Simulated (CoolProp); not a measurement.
Ammonia at several states: Z from the reference equation and from simpler models built on Tc = 405.6 K, pc = 11.36 MPa, ω = 0.256; each cubic takes its own stable root.

The numbers come from the reference Helmholtz-energy equation of state, Gao 2020 in CoolProp.

```
T (K)  p (MPa)          phase  reference  van der Waals  Redlich-Kwong  Soave-Redlich-Kwong
-----  -------  -------------  ---------  -------------  -------------  -------------------
553.8       36  supercritical     0.6944         0.6871         0.7126               0.8072
443.4     1.38            gas     0.9669         0.9703         0.9675               0.9691
223.6    0.664         liquid   0.008671        0.01666        0.01126              0.01098
342.5    0.204            gas     0.9875         0.9920         0.9901               0.9894
337     0.0143            gas     0.9991         0.9994         0.9993               0.9992
```
